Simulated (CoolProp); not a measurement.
Vapour-liquid equilibrium of propane (1) + c-C4F8 (RC318) (2) at 4.92 bar; x and y are mole fractions of (1).

The numbers come from the multi-fluid Helmholtz-energy mixture model, Lemmon 2009 and Platzer 1990; pair parameters Bell 2016 in CoolProp. This equation is an older, rougher fit; its heat capacities, sound speeds and derivatives of the liquid may be far off and weren't checked against measurements.

| x | bubble temperature (°C) | y at the bubble point | dew temperature at overall composition x (°C) | liquid density (mol/L) |
|---|---|---|---|---|
| 0.05 | 32.5 | 0.211 | 38.3 | 7.428 |
| 0.125 | 23.3 | 0.433 | 35.7 | 7.779 |
| 0.2 | 16.6 | 0.569 | 33.0 | 8.095 |
| 0.275 | 11.9 | 0.652 | 30.1 | 8.385 |
| 0.35 | 8.8 | 0.706 | 27.0 | 8.662 |
| 0.425 | ? | 0.742 | ? | ? |
| 0.5 | 5.1 | 0.768 | 20.1 | 9.224 |
| 0.575 | 4.0 | 0.790 | 16.3 | ? |
| 0.65 | 3.1 | 0.811 | 12.1 | 9.864 |
| 0.725 | 2.4 | 0.833 | 7.6 | 10.23 |
| 0.8 | 1.7 | 0.860 | 3.5 | ? |
| 0.875 | 1.2 | 0.897 | 1.5 | 11.10 |
| 0.95 | 1.0 | 0.950 | 1.0 | 11.59 |

Problem. Complete the blanks.

Solution. 
- 0.425, bubble temperature (°C): 6.6
- 0.425, dew temperature at overall composition x (°C): 23.7
- 0.425, liquid density (mol/L): 8.938
- 0.575, liquid density (mol/L): 9.530
- 0.8, liquid density (mol/L): 10.64

y crosses x between x = 0.875 and 0.95: the model has an azeotrope there.

The pair parameters rest on a limited set of measurements; away from them the model extrapolates.
